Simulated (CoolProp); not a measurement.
A simple Rankine cycle with water: condensing at 310.15 K, boiler at 0.0573 MPa, turbine inlet 359.9 K, turbine efficiency 0.7, pump efficiency 0.7, no recuperator. Each further row changes one setting.

Computed with CoolProp (reference Helmholtz-energy equation of state, Wagner 2002).

| case | thermal efficiency (%) | net work (kJ/kg) | heat in (kJ/kg) | turbine exit temperature (K) | volume ratio over the turbine |
|---|---|---|---|---|---|
| as stated | 9.0 | 225 | 2500 | 310.2 | 7.47 |
| turbine inlet 379.9 K | 9.0 | 229 | … | 310.2 | 7.17 |
| condensing temperature 302.15 K | … | 264 | … | 302.1 | 11.3 |
| boiler pressure 0.0401 MPa | … | … | 2500 | 310.2 | … |
| turbine efficiency 0.6 | … | … | 2500 | 310.2 | 7.57 |

Task: Complete the blanks.

Result: 
- turbine inlet 379.9 K, heat in (kJ/kg): 2540
- condensing temperature 302.15 K, thermal efficiency (%): 10.4
- condensing temperature 302.15 K, heat in (kJ/kg): 2530
- boiler pressure 0.0401 MPa, thermal efficiency (%): 7.6
- boiler pressure 0.0401 MPa, net work (kJ/kg): 189
- boiler pressure 0.0401 MPa, volume ratio over the turbine: 5.30
- turbine efficiency 0.6, thermal efficiency (%): 7.7
- turbine efficiency 0.6, net work (kJ/kg): 192

The expansion ends wet for: as stated; turbine inlet 379.9 K; condensing temperature 302.15 K; boiler pressure 0.0401 MPa; turbine efficiency 0.6.
